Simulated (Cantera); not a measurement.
# Adiabatic ignition

An adiabatic, constant-volume homogeneous reactor starts with CO : H₂ : O₂ : N₂ : CO₂ = 1 : 1.2 : 1.18 : 4.45 : 0.43 (molar parts), at 1700 K and 1600000 Pa.

Computed with Cantera and GRI-Mech 3.0 (53 species, 325 reactions). The hydrogen kinetics of GRI-Mech 3.0 are dated; newer H2 mechanisms differ, most at raised pressure. The pressure lies above the range GRI-Mech 3.0 was tuned for (to about 10 atm). Above 3000 K some thermodynamic fits are extrapolated.

```json
[
 {"t (s)": "2.00e-6", "T (K)": "3073", "P (bar)": "26.5", "x CO": "0.0703", "x H₂": "0.00986", "x O₂": "0.0419", "x HO₂": "4.01e-5", "x CO₂": "0.119"},
 {"t (s)": "5.35e-6", "T (K)": "3131", "P (bar)": "26.9", "x CO": "0.0649", "x H₂": "0.00925", "x O₂": "0.0384", "x HO₂": "3.95e-5", "x CO₂": "0.125"},
 {"t (s)": "1.43e-5", "T (K)": "3124", "P (bar)": "26.8", "x CO": "0.0650", "x H₂": "0.00930", "x O₂": "0.0366", "x HO₂": "3.77e-5", "x CO₂": "0.125"},
 {"t (s)": "3.82e-5", "T (K)": "3113", "P (bar)": "26.7", "x CO": "0.0652", "x H₂": "0.00939", "x O₂": "0.0337", "x HO₂": "3.48e-5", "x CO₂": "0.125"},
 {"t (s)": "0.000102", "T (K)": "3106", "P (bar)": "26.6", "x CO": "0.0654", "x H₂": "0.00946", "x O₂": "0.0320", "x HO₂": "3.31e-5", "x CO₂": "0.125"},
 {"t (s)": "0.000273", "T (K)": "3105", "P (bar)": "26.6", "x CO": "0.0654", "x H₂": "0.00946", "x O₂": "0.0318", "x HO₂": "3.29e-5", "x CO₂": "0.125"},
 {"t (s)": "0.000731", "T (K)": "3105", "P (bar)": "26.6", "x CO": "0.0654", "x H₂": "0.00946", "x O₂": "0.0318", "x HO₂": "3.29e-5", "x CO₂": "0.125"},
 {"t (s)": "0.00196", "T (K)": "3105", "P (bar)": "26.6", "x CO": "0.0654", "x H₂": "0.00946", "x O₂": "0.0318", "x HO₂": "3.29e-5", "x CO₂": "0.125"},
 {"t (s)": "0.00523", "T (K)": "3105", "P (bar)": "26.6", "x CO": "0.0654", "x H₂": "0.00946", "x O₂": "0.0318", "x HO₂": "3.29e-5", "x CO₂": "0.125"},
 {"t (s)": "0.0140", "T (K)": "3105", "P (bar)": "26.6", "x CO": "0.0654", "x H₂": "0.00946", "x O₂": "0.0318", "x HO₂": "3.29e-5", "x CO₂": "0.125"},
 {"t (s)": "0.0374", "T (K)": "3105", "P (bar)": "26.6", "x CO": "0.0654", "x H₂": "0.00946", "x O₂": "0.0318", "x HO₂": "3.29e-5", "x CO₂": "0.125"},
 {"t (s)": "0.100", "T (K)": "3105", "P (bar)": "26.6", "x CO": "0.0654", "x H₂": "0.00946", "x O₂": "0.0318", "x HO₂": "3.29e-5", "x CO₂": "0.125"}
]
```
x: mole fraction; the columns are a selection and need not sum to one.

- time of steepest temperature rise: 0.640 µs
- temperature at 0.100 s: 3105 K
- equilibrium temperature: 3105 K
- x(CO) at 0.100 s: 0.0654 (gas-phase equilibrium 0.0654)
- x(H₂) at 0.100 s: 0.00946 (gas-phase equilibrium 0.00946)
- x(O₂) at 0.100 s: 0.0318 (gas-phase equilibrium 0.0318)
